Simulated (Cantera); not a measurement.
Charge: 1 mol Si, 0.46 mol H₂O, 180 mol N₂, equilibrated at 1473 K and 113 Torr.

These are equilibrium values from Cantera (NASA tables, ideal gas, pure condensed phases), not measurements of a reactor. Candidate condensed phases: H₂O, Si, SiO₂, Si₂N₂O, Si₃N₄; 35 gas species. N₂ is the only nitrogen source here; it is nearly inert below about 1500 K, so the nitride shown seldom forms there in practice. Mutual solubility and eutectic melting of coexisting phases are not modelled. Equilibrium is a limit: real reactors are often held back by kinetics, nucleation or transport.

Task: What is the equilibrium state?

Result: 
```json
{
 "x(N₂)": "0.997",
 "x(H₂)": "0.00256",
 "x(H)": "1.65e-6",
 "n(Si₂N₂O(s))": "0.460 mol",
 "n(Si₃N₄(s))": "0.0267 mol",
 "gas_amount": "179.9 mol",
 "log10 activity of Si(s) (absent)": "-2.49"
}
```
